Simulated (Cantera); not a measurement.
Ignition delay

Mixture: 9.06 % CH4, 10.9 % CO, 16.8 % O2, 63.2 % N2, at 37.0 bar, adiabatic and at constant pressure. Ignition delay is the time to a rise of 400 K.

Cantera simulation using GRI-Mech 3.0 (53 species, 325 reactions); the numbers are that mechanism's predictions, not measurements. The pressure lies above the range GRI-Mech 3.0 was tuned for (to about 10 atm).

| T0 (K) | delay (ms) |
|---|---|
| 1200 | 3.40 |
| 1275 | 1.20 |
| 1350 | 0.467 |
| 1425 | 0.198 |
| 1500 | 0.0903 |

- apparent activation energy between 1350 and 1500 K = 180 kJ/mol
